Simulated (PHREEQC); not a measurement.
# Reverse-osmosis reject: speciation

Synthetic water in mmol/kgw, 25 °C, pH 8.23, pe 8.1:

| constituent | mmol/kgw |
|---|---|
| Na | 139 |
| K | 15.3 |
| Ca | 2.45 |
| Mg | 7.78 |
| Cl | 162 |
| S(6) | 3.8 |
| Alkalinity (meq/kgw) | 0.211 |
| Cd | 0.802 |

Valence states are taken as typed.

Equilibrium calculation in PHREEQC: ion-association model, wateq4f.dat.

- ionic strength: 0.183 mol/kgw
- activity of water: 0.994
- charge-balance error: 1.9 %

```json
[
 {"species": "Cl-", "molality": "0.161", "activity": "0.116", "log γ": "-0.143"},
 {"species": "Na+", "molality": "0.138", "activity": "0.104", "log γ": "-0.126"},
 {"species": "K+", "molality": "0.0152", "activity": "0.0109", "log γ": "-0.143"},
 {"species": "Mg+2", "molality": "0.00732", "activity": "0.00256", "log γ": "-0.456"},
 {"species": "SO4-2", "molality": "0.00260", "activity": "0.000786", "log γ": "-0.520"},
 {"species": "Ca+2", "molality": "0.00233", "activity": "0.000768", "log γ": "-0.482"},
 {"species": "NaSO4-", "molality": "0.000543", "activity": "0.000408", "log γ": "-0.124"},
 {"species": "CdCl+", "molality": "0.000482", "activity": "0.000362", "log γ": "-0.125"},
 {"species": "MgSO4", "molality": "0.000453", "activity": "0.000472", "log γ": "0.018"},
 {"species": "CdCl2", "molality": "0.000167", "activity": "0.000175", "log γ": "0.018"},
 {"species": "HCO3-", "molality": "0.000152", "activity": "0.000114", "log γ": "-0.124"},
 {"species": "CaSO4", "molality": "0.000116", "activity": "0.000121", "log γ": "0.018"},
 {"species": "Cd+2", "molality": "0.000103", "activity": "3.27e-5", "log γ": "-0.499"},
 {"species": "KSO4-", "molality": "8.04e-5", "activity": "6.04e-5", "log γ": "-0.124"},
 {"species": "CdOHCl", "molality": "2.42e-5", "activity": "2.52e-5", "log γ": "0.018"}
]
```

No solid was allowed to form. Saturation is exceeded, for instance for Otavite; the values hold only as long as no solid forms.
